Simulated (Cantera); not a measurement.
Input (Python, Cantera) and output of one run.

```python
import numpy as np
import cantera as ct

gas_names = """
    C CN CO CO2 C2 CCN CNC C2N2 C2O C3 C3O2 C4 C4N2 C5 N NCO NO NO2 NO3 N2 N2O O O2 O3 Si SiC SiC2 SiN
    SiO SiO2 Si2 Si2C Si2N Si3
""".split()
cond_names = """
    C(gr) Si(cr) Si(L) SiC(b) SiO2(Lqz) SiO2(hqz) SiO2(L) Si2N2O(s) Si3N4(a)
""".split()


# ... load() reads the species with a 1 bar reference pressure and builds the phases ...
atoms = {
    'Si': {'Si': 1},
    'CO2': {'C': 1, 'O': 2},
    'N2': {'N': 2},
}
top_T = {'C(gr)': 4500, 'SiC(b)': 3050, 'Si2N2O(s)': 2100, 'Si3N4(a)': 2400}  # K; cautious upper limits of use, not melting points


# ... equilibrate(T, P, feed) seeds the gas with the atoms and calls Mixture.equilibrate('TP', solver="vcs", rtol=1e-11, max_steps=5000) ...
results = []
feed = {'Si': 1, 'CO2': 0.056, 'N2': 13}  # mol
P = 6.3  # Pa
for T in [1048, 1148, 1248, 1348, 1448, 1548, 1648, 1748, 1848, 1948]:
    mix = equilibrate(T, P, feed)
    results.append((T, P, feed, dict(zip(mix.species_names, mix.species_moles))))
    x = sorted(zip(gas.X, gas.species_names), reverse=True)
    print(f"T = {T:g} K  P = {P:g} Pa  gas = {mix.phase_moles(0):.4g} mol")
    print("   x: " + "  ".join(f"{s} {v:.3e}" for v, s in x if v > 1e-05))
    print("   condensed (mol): " + ("  ".join(f"{mix.phase(i).name} {mix.phase_moles(i):.4g}"
          for i in range(1, mix.n_phases) if mix.phase_moles(i) > 1e-12) or "none"))
```

Output:

```
T = 1048 K  P = 6.3 Pa  gas = 12.37 mol
   x: N2 1.000e+00
   condensed (mol): C(gr) 0.05599  Si2N2O(s) 0.112  Si3N4(a) 0.2587
T = 1148 K  P = 6.3 Pa  gas = 12.41 mol
   x: N2 1.000e+00  CO 1.106e-05
   condensed (mol): SiC(b) 0.05586  Si2N2O(s) 0.1119  Si3N4(a) 0.2401
T = 1248 K  P = 6.3 Pa  gas = 12.41 mol
   x: N2 1.000e+00  CO 4.058e-05
   condensed (mol): SiC(b) 0.0555  Si2N2O(s) 0.1115  Si3N4(a) 0.2405
T = 1348 K  P = 6.3 Pa  gas = 12.41 mol
   x: N2 9.998e-01  CO 1.225e-04  SiO 6.662e-05
   condensed (mol): SiC(b) 0.05448  Si2N2O(s) 0.1097  Si3N4(a) 0.2418
T = 1448 K  P = 6.3 Pa  gas = 12.45 mol
   x: N2 9.973e-01  SiO 2.368e-03  CO 3.164e-04  Si 1.896e-05
   condensed (mol): SiC(b) 0.05206  Si2N2O(s) 0.07858  Si3N4(a) 0.2537
T = 1548 K  P = 6.3 Pa  gas = 13.12 mol
   x: N2 9.909e-01  SiO 8.272e-03  Si 5.043e-04  CO 2.654e-04
   condensed (mol): Si(cr) 0.8321  SiC(b) 0.0525
T = 1648 K  P = 6.3 Pa  gas = 13.17 mol
   x: N2 9.873e-01  SiO 8.146e-03  Si 4.089e-03  CO 3.603e-04  Si2N 4.103e-05  SiN 2.333e-05  Si2C 1.785e-05  Si2 1.362e-05
   condensed (mol): Si(cr) 0.7855  SiC(b) 0.05102
T = 1748 K  P = 6.3 Pa  gas = 13.43 mol
   x: N2 9.680e-01  Si 2.310e-02  SiO 7.761e-03  CO 5.793e-04  Si2C 1.845e-04  Si2N 1.596e-04  Si2 1.187e-04  SiN 9.359e-05  Si3 2.909e-05
   condensed (mol): Si(L) 0.5249  SiC(b) 0.04574
T = 1848 K  P = 6.3 Pa  gas = 13.99 mol
   x: N2 9.288e-01  Si 6.172e-02  SiO 5.866e-03  CO 2.138e-03  Si2C 8.400e-04  Si2 2.661e-04  SiN 1.821e-04  Si2N 1.723e-04  Si3 3.824e-05
   condensed (mol): SiC(b) 0.01425
T = 1948 K  P = 6.3 Pa  gas = 14.05 mol
   x: N2 9.253e-01  Si 6.622e-02  SiO 4.165e-03  CO 3.808e-03  Si2C 1.735e-04  SiN 1.495e-04  Si2 1.084e-04  Si2N 3.705e-05
   condensed (mol): none
```

Cantera equilibrium calculation (NASA polynomials, part measured and part estimated; ideal gas, pure solids and liquids). N2 is the only nitrogen source here; it is nearly inert below about 1500 K, so the nitride shown seldom forms there in practice. Mutual solubility and eutectic melting of coexisting phases are not modelled. The tables' values for SiN are old estimates; treat these amounts as uncertain.
